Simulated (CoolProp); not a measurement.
n-undecane along the isobar 91.7 bar: fugacity coefficient from the reference equation and from simpler models built on Tc = 365.7 °C, pc = 19.90 bar, ω = 0.539; each cubic takes its own stable root.

Model: reference Helmholtz-energy equation of state, Aleksandrov 2011, in CoolProp. It is a short technical equation, of lower accuracy than the large ones.

```json
[
 {"T (°C)": "234.65", "phase": "liquid", "reference": "0.04145", "van der Waals": "0.1656", "Peng-Robinson": "0.04361"},
 {"T (°C)": "244.85", "phase": "liquid", "reference": "0.04963", "van der Waals": "0.1766", "Peng-Robinson": "0.05231"},
 {"T (°C)": "255.05", "phase": "liquid", "reference": "0.05883", "van der Waals": "0.1878", "Peng-Robinson": "0.06211"},
 {"T (°C)": "265.25", "phase": "liquid", "reference": "0.06906", "van der Waals": "0.1993", "Peng-Robinson": "0.07306"},
 {"T (°C)": "275.45", "phase": "liquid", "reference": "0.08036", "van der Waals": "0.2109", "Peng-Robinson": "0.08517"},
 {"T (°C)": "285.65", "phase": "liquid", "reference": "0.09272", "van der Waals": "0.2227", "Peng-Robinson": "0.09846"},
 {"T (°C)": "295.85", "phase": "liquid", "reference": "0.1061", "van der Waals": "0.2346", "Peng-Robinson": "0.1129"},
 {"T (°C)": "306.05", "phase": "liquid", "reference": "0.1206", "van der Waals": "0.2467", "Peng-Robinson": "0.1285"},
 {"T (°C)": "316.25", "phase": "liquid", "reference": "0.1361", "van der Waals": "0.2589", "Peng-Robinson": "0.1453"},
 {"T (°C)": "326.45", "phase": "liquid", "reference": "0.1526", "van der Waals": "0.2712", "Peng-Robinson": "0.1631"},
 {"T (°C)": "336.65", "phase": "liquid", "reference": "0.1700", "van der Waals": "0.2836", "Peng-Robinson": "0.1819"},
 {"T (°C)": "346.85", "phase": "liquid", "reference": "0.1882", "van der Waals": "0.2960", "Peng-Robinson": "0.2017"}
]
```
